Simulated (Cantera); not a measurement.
Input: 1 mol PbO, 0.14 mol CO, 0.1 mol H2, at 1300 K.

Equilibrium computed with Cantera from the NASA thermochemical tables; the gas is ideal and each condensed phase is pure. Candidate condensed phases: C, C6H6, C7H8, C8H18, H2O, Pb, PbO, PbO2, Pb3O4; 113 gas species. Each liquid is taken as pure. Mutual solubility and eutectic melting of coexisting phases are not modelled. Gases not in the tables: (PbO)n polymers. Rates play no part.

### Question
At 420 Torr, list the 5 most abundant gas species with their mole fractions, and the condensed phases.

### Answer
CO2 0.580, H2O 0.414, Pb 0.00469, PbO 0.000806, CO 0.000495. Condensed: Pb(l) + PbO(l).
